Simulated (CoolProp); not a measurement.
Saturation properties of n-perfluorohexane.

Values from CoolProp's reference Helmholtz-energy equation of state, Gao 2022.

```json
[
 {"T (°C)": "67.55", "p (MPa)": "0.1423", "liquid cp (kJ/(kg K))": "1.115", "vapour Z": "0.9197"},
 {"T (°C)": "70.35", "p (MPa)": "0.1553", "liquid cp (kJ/(kg K))": "1.120", "vapour Z": "0.9144"},
 {"T (°C)": "73.05", "p (MPa)": "0.1686", "liquid cp (kJ/(kg K))": "1.125", "vapour Z": "0.9091"},
 {"T (°C)": "75.85", "p (MPa)": "0.1833", "liquid cp (kJ/(kg K))": "1.130", "vapour Z": "0.9033"},
 {"T (°C)": "78.55", "p (MPa)": "0.1984", "liquid cp (kJ/(kg K))": "___", "vapour Z": "___"},
 {"T (°C)": "81.35", "p (MPa)": "0.2151", "liquid cp (kJ/(kg K))": "1.140", "vapour Z": "0.8912"},
 {"T (°C)": "84.15", "p (MPa)": "0.2328", "liquid cp (kJ/(kg K))": "1.145", "vapour Z": "0.8847"},
 {"T (°C)": "86.85", "p (MPa)": "0.2510", "liquid cp (kJ/(kg K))": "___", "vapour Z": "0.8781"},
 {"T (°C)": "89.65", "p (MPa)": "0.2709", "liquid cp (kJ/(kg K))": "1.156", "vapour Z": "0.8711"},
 {"T (°C)": "92.35", "p (MPa)": "___", "liquid cp (kJ/(kg K))": "1.161", "vapour Z": "0.8640"},
 {"T (°C)": "95.15", "p (MPa)": "0.3135", "liquid cp (kJ/(kg K))": "1.167", "vapour Z": "___"},
 {"T (°C)": "97.95", "p (MPa)": "0.3370", "liquid cp (kJ/(kg K))": "1.173", "vapour Z": "0.8484"},
 {"T (°C)": "100.65", "p (MPa)": "0.3610", "liquid cp (kJ/(kg K))": "1.178", "vapour Z": "0.8404"},
 {"T (°C)": "103.45", "p (MPa)": "0.3872", "liquid cp (kJ/(kg K))": "1.185", "vapour Z": "0.8318"},
 {"T (°C)": "106.25", "p (MPa)": "0.4148", "liquid cp (kJ/(kg K))": "1.191", "vapour Z": "0.8229"}
]
```

Problem. What belongs in the gaps?

Solution. 
- 78.55, liquid cp (kJ/(kg K)): 1.135
- 78.55, vapour Z: 0.8975
- 86.85, liquid cp (kJ/(kg K)): 1.150
- 92.35, p (MPa): 0.2912
- 95.15, vapour Z: 0.8563

It boils at 57.1 °C under 1 atm.
